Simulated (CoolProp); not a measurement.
Saturation properties of n-decane (Tc = 617.7 K, pc = 2.101 MPa, ω = 0.488).

Values from CoolProp's reference Helmholtz-energy equation of state, Lemmon 2006. It is a short technical equation, of lower accuracy than the large ones.

```
T (K)  p (MPa)  vapour density (kg/m³)  liquid cp (kJ/(kg K))  vapour viscosity (µPa s)
-----  -------  ----------------------  ---------------------  ------------------------
485.7   0.2456                   9.813                  2.987                      8.36
489.9   0.2679                   10.70                  3.007                      8.43
494.2   0.2923                   11.68                  3.028                      8.51
498.4   0.3178                   12.71                  3.049                      8.59
502.6   0.3449                   13.81                  3.070                      8.68
506.8   0.3738                   15.00                  3.091                      8.76
511.1   0.4052                   16.31                  3.114                      8.85
515.3   0.4378                   17.68                  3.136                      8.94
```

It boils at 447.3 K under 1 atm.

Viscosity comes from a separate model (Huber 2004).
